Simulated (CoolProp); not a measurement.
Properties of neopentane along the isotherm 446.6 K.

The numbers come from the reference Helmholtz-energy equation of state, Lemmon 2006 in CoolProp. It is a short technical equation, of lower accuracy than the large ones.

```csv
p (kPa),phase,density (kg/m³),fugacity coefficient
15.2,gas,0.2958,0.9985
22.9,gas,0.4459,0.9978
34.5,gas,0.6726,0.9967
52.1,gas,1.017,0.9950
78.5,gas,1.537,0.9925
118,gas,2.319,0.9887
179,gas,3.539,0.9829
270,gas,5.388,0.9743
407,gas,8.238,0.9613
614,gas,12.71,0.9417
926,gas,19.88,0.9124
1400,gas,32.00,0.8682
2110,gas,54.21,0.8023
3180,gas,109.7,0.7019
4790,supercritical,338.4,0.5412
```
